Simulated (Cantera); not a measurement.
Charge: 1 mol CuO, 0.62 mol NF3, 7.6 mol H2, equilibrated at 3.30 mbar.

Equilibrium computed with Cantera from the NASA thermochemical tables; the gas is ideal and each condensed phase is pure. Candidate condensed phases: Cu, CuF2, CuO, Cu(OH)2, Cu2O, H2O; 45 gas species. The numbers say what is thermodynamically allowed, not how fast it happens.

Problem. At 1498 K, list the 5 most abundant gas species with their mole fractions, and the condensed phases.

Solution. H2 0.640, HF 0.210, H2O 0.113, N2 0.0350, Cu 0.00241. Condensed: Cu(l).
